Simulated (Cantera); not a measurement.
Input (Python, Cantera):

```python
import numpy as np
import cantera as ct

surf = ct.Interface("ptcombust.yaml", "Pt_surf")
gas = surf.adjacent["gas"]
gas.TPX = 725, 130000, {'CO': 0.022, 'O2': 0.16, 'N2': 0.79}
surf.TP = 725, 130000
reactor = ct.FlowReactor(gas, clone=False)
reactor.area = 0.0001  # m2
reactor.surface_area_to_volume_ratio = 250  # 1/m
reactor.mass_flow_rate = 0.8 * reactor.area * gas.density  # inlet velocity 0.8 m/s
reactor.energy_enabled = False
wall = ct.ReactorSurface(surf, reactor, clone=False)
net = ct.ReactorNet([reactor])
net.rtol, net.atol = 1e-8, 1e-16
show, cover = ['CO', 'O2', 'H2O', 'CO2'], ['PT(S)', 'H(S)', 'O(S)', 'OH(S)', 'CO(S)', 'C(S)']

rows = []
print(f"{'z/m':>9s}{'u/(m/s)':>9s}" + "".join(f"{s:>13s}" for s in show + cover))
for z in [0.00037, 0.0008, 0.0017, 0.0037, 0.008, 0.017, 0.037]:
    net.advance(z)
    rows.append([reactor.speed, *gas[show].X, *surf[cover].coverages])
    print(f"{z:9.4g}{rows[-1][0]:9.3g}" + "".join(f"{x:13.4e}" for x in rows[-1][1:]))
```

It prints:

```
      z/m  u/(m/s)           CO           O2          H2O          CO2        PT(S)         H(S)         O(S)        OH(S)        CO(S)         C(S)
  0.00037      0.8   2.1788e-02   1.6425e-01  -8.2119e-29   8.5569e-04   5.1107e-02  -8.4612e-21   2.4070e-02  -9.6246e-17   9.2482e-01   9.8364e-13
   0.0008    0.799   2.0735e-02   1.6381e-01   9.0655e-30   1.9205e-03   5.3200e-02  -2.9135e-20   2.6129e-02  -2.6654e-17   9.2067e-01   9.3902e-13
   0.0017    0.798   1.8188e-02   1.6273e-01   3.2088e-29   4.4967e-03   5.9576e-02  -7.2987e-22   3.3028e-02  -2.9534e-17   9.0740e-01   8.1991e-13
   0.0037    0.794   8.6090e-03   1.5868e-01  -4.7540e-28   1.4185e-02   3.0082e-02   1.9961e-24   9.6262e-01   1.1863e-18   7.2933e-03   1.1417e-16
    0.008    0.794   7.1515e-03   1.5807e-01  -2.2890e-29   1.5659e-02   1.7447e-02  -1.5616e-26   9.8055e-01  -5.7438e-20   2.0020e-03   1.7845e-17
    0.017    0.793   5.8290e-03   1.5751e-01   1.9387e-28   1.6997e-02   1.3900e-02   9.3529e-26   9.8507e-01   6.1681e-20   1.0311e-03   7.2884e-18
    0.037    0.793   4.2865e-03   1.5686e-01   4.8138e-28   1.8557e-02   1.1672e-02   6.6504e-23   9.8780e-01   1.1665e-16   5.3318e-04   3.1558e-18
```

Detailed kinetics in Cantera: Deutschmann's 1995 Pt surface mechanism with GRI-Mech 3.0 gas chemistry. Catalytic surfaces can have several steady states; this one follows from the mechanism file's or the stated starting coverage. Mass transfer to the wall is taken as infinitely fast.
